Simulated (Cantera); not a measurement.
What does this Cantera script print?

```python
import numpy as np
import cantera as ct

gas_names = """
    C CH CH2 CH3 CH2OH CH3O CH4 CH3OH CO CO2 COOH C2 C2H CHCO,ketyl C2H2,acetylene C2H2,vinylidene
    CH2CO,ketene C2H3,vinyl CH3CO,acetyl C2H4 C2H4O,ethylen CH3CHO,ethanal CH3COOH (HCOOH)2 C2H5 C2H6
    CH3OCH3 C2H5OH C2O C3 C3H3,propargyl C3H4,allene C3H4,propyne C3H4,cyclo- C3H5,allyl C3H6,propylene
    C3H6,cyclo- C3H6O C3H7,n-propyl C3H7,i-propyl C3H8 C3H8O,1propanol C3H8O,2propanol C3O2 C4 C4H2
    C4H4,1,3-cyclo- C4H6,butadiene C4H6,2-butyne C4H6,cyclo- C4H8,1-butene C4H8,cis2-buten
    C4H8,tr2-butene C4H8,isobutene C4H8,cyclo- (CH3COOH)2 C4H9,n-butyl C4H9,i-butyl C4H9,s-butyl
    C4H9,t-butyl C4H10,isobutane C4H10,n-butane C5 C5H6,1,3cyclo- C5H8,cyclo- C5H10,1-pentene
    C5H10,cyclo- C5H11,pentyl C5H11,t-pentyl C5H12,n-pentane C5H12,i-pentane CH3C(CH3)2CH3 C6H2
    C6H5,phenyl C6H5O,phenoxy C6H6 C6H5OH,phenol C6H10,cyclo- C6H12,1-hexene C6H12,cyclo- C6H13,n-hexyl
    C7H7,benzyl C7H8 C7H8O,cresol C7H14,1-heptene C7H15,n-heptyl C7H16,n-heptane C8H8,styrene
    C8H10,ethylbenz C8H16,1-octene C8H17,n-octyl C8H18,isooctane C8H18,n-octane C9H19,n-nonyl
    C10H8,naphthale C10H21,n-decyl C12H9,o-bipheny C12H10,bipheny H HCO HO2 H2 HCHO,formaldehy HCOOH H2O
    H2O2 O OH O2 O3
""".split()
cond_names = """
    C(gr) C6H6(L) C7H8(L) C8H18(L),n-octa H2O(s) H2O(L)
""".split()


def load(file, names, dense=False):
    # The tables refer to 1 bar. Condensed volumes are neglected.
    table = {s.name: s for s in ct.Species.list_from_file(file)}
    out = []
    for n in names:
        d = dict(table[n].input_data)
        d["thermo"] = dict(d["thermo"], **{"reference-pressure": 1e5})
        if dense:
            d["equation-of-state"] = {"model": "constant-volume", "density": "1e6 g/cm^3"}
        out.append(ct.Species.from_dict(d))
    return out


gas = ct.Solution(thermo="ideal-gas", species=load("nasa_gas.yaml", gas_names))
cond = {s.name: ct.Solution(thermo="fixed-stoichiometry", species=[s], name=s.name)
        for s in load("nasa_condensed.yaml", cond_names, dense=True)}
atoms = {
    'C6H6': {'C': 6, 'H': 6},
    'O2': {'O': 2},
    'H2': {'H': 2},
    'CO2': {'C': 1, 'O': 2},
}
top_T = {'C(gr)': 4500}  # K; cautious upper limits of use, not melting points


def equilibrate(T, P, feed):
    n = {}
    for name, mol in feed.items():
        for a, k in atoms[name].items():
            n[a] = n.get(a, 0.0) + k * mol
    gas.TPX = T, P, n
    mass = sum(n.values()) * gas.mean_molecular_weight
    gas.equilibrate("TP")
    valid = [c for c in cond.values() if c.min_temp <= T <= top_T.get(c.name, c.max_temp)]
    mix = ct.Mixture([(gas, mass / gas.mean_molecular_weight)] + [(c, 0.0) for c in valid])
    mix.T, mix.P = T, P
    mix.equilibrate("TP", solver="vcs", rtol=1e-11, max_steps=5000)
    return mix


results = []
feed = {'C6H6': 1, 'O2': 0.013, 'H2': 50, 'CO2': 0.12}  # mol
T = 1573.15  # K
for P in [10, 100, 1000, 10000, 100000, 1000000, 10000000]:
    mix = equilibrate(T, P, feed)
    results.append((T, P, feed, dict(zip(mix.species_names, mix.species_moles))))
    x = sorted(zip(gas.X, gas.species_names), reverse=True)
    print(f"T = {T:g} K  P = {P:g} Pa  gas = {mix.phase_moles(0):.4g} mol")
    print("   x: " + "  ".join(f"{s} {v:.3e}" for v, s in x if v > 0.0001))
    print("   condensed (mol): " + ("  ".join(f"{mix.phase(i).name} {mix.phase_moles(i):.4g}"
          for i in range(1, mix.n_phases) if mix.phase_moles(i) > 1e-12) or "none"))
```

Output:

```
T = 1573.15 K  P = 10 Pa  gas = 53.37 mol
   x: H2 9.909e-01  CO 4.984e-03  H 4.054e-03
   condensed (mol): C(gr) 5.852
T = 1573.15 K  P = 100 Pa  gas = 53.3 mol
   x: H2 9.937e-01  CO 4.991e-03  H 1.284e-03
   condensed (mol): C(gr) 5.852
T = 1573.15 K  P = 1000 Pa  gas = 53.28 mol
   x: H2 9.946e-01  CO 4.993e-03  H 4.061e-04
   condensed (mol): C(gr) 5.851
T = 1573.15 K  P = 10000 Pa  gas = 53.26 mol
   x: H2 9.947e-01  CO 4.994e-03  CH4 1.814e-04  H 1.284e-04
   condensed (mol): C(gr) 5.842
T = 1573.15 K  P = 100000 Pa  gas = 53.17 mol
   x: H2 9.931e-01  CO 4.998e-03  CH4 1.808e-03
   condensed (mol): C(gr) 5.756
T = 1573.15 K  P = 1e+06 Pa  gas = 52.35 mol
   x: H2 9.773e-01  CH4 1.751e-02  CO 5.030e-03
   condensed (mol): C(gr) 4.935
T = 1573.15 K  P = 1e+07 Pa  gas = 47.37 mol
   x: H2 8.706e-01  CH4 1.235e-01  CO 5.094e-03  H2O 5.182e-04  C2H4 1.756e-04
   condensed (mol): none
```

Cantera equilibrium calculation (NASA polynomials, part measured and part estimated; ideal gas, pure solids and liquids). The ideal-gas law is rough above about 30 bar.
